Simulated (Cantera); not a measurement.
## Reactions in the system Al-Br-N

Cantera with NASA thermochemical tables; ideal gases at 1 bar, condensed phases pure. Values are per mole of reaction as written; species without (g) are pure solids or liquids, kept so even where they would boil at 1 bar.

N2(g) + 2 AlBr3(g) → 3 Br2(g) + 2 AlN

| T (K) | ΔH° (kJ) | ΔS° (J/K) | ΔG° (kJ) | log10 K |
|---|---|---|---|---|
| 650 | 278.0 | -114.1 | 352.1 | -28.30 |
| 850 | 280.1 | -111.3 | 374.7 | -23.02 |
| 1050 | 282.6 | -108.6 | 396.7 | -19.73 |
| 1250 | 285.3 | -106.2 | 418.2 | -17.47 |
| 1450 | 288.2 | -104.1 | 439.2 | -15.82 |
| 1650 | 291.3 | -102.1 | 459.8 | -14.56 |
| 1850 | 294.6 | -100.2 | 480.0 | -13.55 |
| 2050 | 298.3 | -98.4 | 499.9 | -12.74 |
| 2250 | 302.2 | -96.5 | 519.4 | -12.06 |
| 2450 | 306.4 | -94.7 | 538.5 | -11.48 |
| 2650 | 311.0 | -92.9 | 557.3 | -10.98 |
